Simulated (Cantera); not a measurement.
Feed: 1 mol C6H6, 0.97 mol CO2, 15 mol N2, held at 13.3 mbar.

Equilibrium computed with Cantera from the NASA thermochemical tables; the gas is ideal and each condensed phase is pure. Candidate condensed phases: C, C6H6, C7H8, C8H18, H2O; 136 gas species. Rates play no part. All values below are at 773 K.

Base state: N2 0.768, H2 0.146, CO 0.0654, CO2 0.0139, H2O 0.00608, CH4 0.000604 (mole fractions); condensed: C(graphite).

Task: What changes in the equilibrium state with this change: CO2 from 0.97 to 0.031 mol?

Result: 
```csv
species,before,after
N2,0.768,0.831
H2,0.146,0.164
CO,0.0654,0.00306
CO2,0.0139,3.04e-5
H2O,0.00608,0.000319
CH4,0.000604,0.000763
"C(graphite), mol",5.41,5.96
```
